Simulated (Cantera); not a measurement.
Stirred combustor or abatement burner

A perfectly stirred reactor is fed with 9.07 % CH₃OH, 18.4 % O₂, 69.1 % N₂, 3.36 % H₂O, equivalence ratio 0.74, at 410000 Pa; it is adiabatic with a 575 K inlet, and is followed from long to short residence time, starting on the burning branch (τ in s: 0.25, 0.068, 0.018, 0.0048, 0.0013, 0.00034, 9e-05, 2.4e-05, 6.4e-06).

Cantera simulation using GRI-Mech 3.0 (53 species, 325 reactions); the numbers are that mechanism's predictions, not measurements. GRI-Mech 3.0 was tuned for natural gas; its chemistry of methanol as a main component is partial and can be far from experiment.

```tsv
τ (s)	T (K)	x CH₃OH	x O₂	x H₂O	x NO	x C₂H	x CH₃	x H₂
0.25	2087	2.15e-7	0.0451	0.204	0.00137	<1e-12	1.93e-8	0.000271
0.068	2088	7.53e-7	0.0456	0.204	0.000500	<1e-12	6.46e-8	0.000301
0.018	2085	2.53e-6	0.0458	0.204	0.000178	<1e-12	1.86e-7	0.000396
0.0048	2074	7.40e-6	0.0462	0.203	8.02e-5	<1e-12	3.94e-7	0.000669
0.0013	2050	1.91e-5	0.0471	0.201	4.38e-5	<1e-12	6.96e-7	0.00130
0.00034	2001	4.89e-5	0.0492	0.198	2.35e-5	<1e-12	1.65e-6	0.00258
9.0e-5	1914	0.000138	0.0538	0.194	1.17e-5	5.59e-12	6.21e-6	0.00457
2.4e-5	575	0.0907	0.184	0.0336	<1e-12	<1e-12	<1e-12	<1e-12
6.4e-6	575	0.0907	0.184	0.0336	<1e-12	<1e-12	<1e-12	<1e-12
```
x: mole fraction; the columns are a selection and need not sum to one.
